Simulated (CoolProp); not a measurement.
A closed Brayton cycle with nitrogen: compressor inlet 311.15 K and 6.7 MPa, high pressure 13.6 MPa, turbine inlet 790 K, compressor efficiency 0.85, turbine efficiency 0.93, recuperator effectiveness 0.8 (on enthalpy, no pinch check). Each further row changes one setting.

Model: reference Helmholtz-energy equation of state, Span 2000, in CoolProp.

| case | thermal efficiency (%) | net work (kJ/kg) | compressor to turbine work | compressor exit (K) | turbine exit (K) |
|---|---|---|---|---|---|
| as stated | (withheld) | 58.7 | 0.60 | 394.4 | 662.2 |
| turbine inlet 740 K | (withheld) | 49.4 | 0.64 | 394.4 | 619.0 |
| compressor inlet 321.15 K | 26.9 | 55.6 | 0.62 | (withheld) | 662.2 |
| high pressure 11.6 MPa | 26.2 | 49.5 | 0.57 | 374.1 | 689.1 |
| recuperator effectiveness 0.5 | (withheld) | 58.7 | 0.60 | 394.4 | 662.2 |

Fill in the missing entries.


- as stated, thermal efficiency (%): 28.0
- turbine inlet 740 K, thermal efficiency (%): 25.9
- compressor inlet 321.15 K, compressor exit (K): 407.0
- recuperator effectiveness 0.5, thermal efficiency (%): 19.7
